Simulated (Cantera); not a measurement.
Feed: 1 mol B, 0.98 mol O2, at 1.05 Torr.

These are equilibrium values from Cantera (NASA tables, ideal gas, pure condensed phases), not measurements of a reactor. Candidate condensed phases: B, B2O3; 10 gas species. Equilibrium is a limit: real reactors are often held back by kinetics, nucleation or transport.

x: gas mole fraction; n: condensed amount in mol.

```
T (K)   x O2    x B2O3     x BO2       x O  x BO  n B2O3(l)
-----  -----  --------  --------  --------  ----  ---------
1300   1.000  0.000133   2.63e-5   4.73e-6   [?]      0.500
1350   0.999  0.000502   8.12e-5   1.13e-5   [?]      0.500
1400   0.998   0.00172  0.000231   2.53e-5   [?]      0.500
1450   0.994   0.00537  0.000610   5.35e-5   [?]      0.499
1500   0.983    0.0155   0.00151  0.000107   [?]      0.496
1550   0.955    0.0416   0.00348  0.000204   [?]      0.490
1600   0.887     0.105   0.00753  0.000365   [?]      0.472
```

Task: What belongs in the gaps?

Result: 
- 1300, x BO: 1.74e-11
- 1350, x BO: 1.40e-10
- 1400, x BO: 9.63e-10
- 1450, x BO: 5.80e-9
- 1500, x BO: 3.10e-8
- 1550, x BO: 1.49e-7
- 1600, x BO: 6.54e-7
